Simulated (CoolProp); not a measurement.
Vapour-liquid equilibrium of R13 (1) + isobutane (2) at 502 kPa; x and y are mole fractions of (1).

The numbers come from the multi-fluid Helmholtz-energy mixture model, Platzer 1990 and Bücker 2006; pair parameters Bell 2016 in CoolProp. This equation is an older, rougher fit; its heat capacities, sound speeds and derivatives of the liquid may be far off and weren't checked against measurements.

Question: Give the bubble temperature and the first vapour's composition at x = 0.05, 0.5, 0.8. Is there an azeotrope?

Answer: x = 0.05: 295.0 K, y = 0.361; x = 0.5: 243.0 K, y = 0.933; x = 0.8: 233.5 K, y = 0.976. No azeotrope shows between x = 0.05 and 0.95.

The pair parameters rest on a limited set of measurements; away from them the model extrapolates.
